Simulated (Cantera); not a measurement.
A closed system holds: 1 mol FeS, 1.5 mol SO₂, 0.71 mol O₂, equilibrated at 7.50 Torr.

Method: chemical equilibrium by Gibbs-energy minimisation in Cantera with the NASA 1993 tables (ideal gas, pure condensed phases). Candidate condensed phases: Fe, FeO, FeS, FeSO₄, FeS₂, Fe₂O₃, Fe₂(SO₄)₃, Fe₃O₄, S; 12 gas species. The tables' stoichiometric FeO is somewhat more stable than real wüstite, so its field is too wide. FeO: taken at fixed stoichiometry. Equilibrium is a limit: real reactors are often held back by kinetics, nucleation or transport.

### Question
Which condensed phases are stable at each of these points (T (°C)): 1052, 1077, 1102, 1127, 1152, 1177, 1202, 1227, 1252, 1277, 1302, 1327, 1352, 1377?

### Answer
| T (°C) | condensed phases | Fe condensed (%) |
|---|---|---|
| 1052 | FeO(s) | 100.0 |
| 1077 | FeO(s) | 100.0 |
| 1102 | FeO(s) | 100.0 |
| 1127 | FeO(s) | 100.0 |
| 1152 | FeO(s) | 100.0 |
| 1177 | FeO(s) | 100.0 |
| 1202 | FeO(s) | 100.0 |
| 1227 | FeO(s) | 100.0 |
| 1252 | FeO(s) | 100.0 |
| 1277 | FeO(s) | 100.0 |
| 1302 | FeO(s) | 100.0 |
| 1327 | FeO(s) | 100.0 |
| 1352 | FeO(s) | 100.0 |
| 1377 | FeO(l) | 100.0 |

From 1052 °C to 1352 °C the condensed part is FeO(s). At 1377 °C the condensed part is FeO(l).
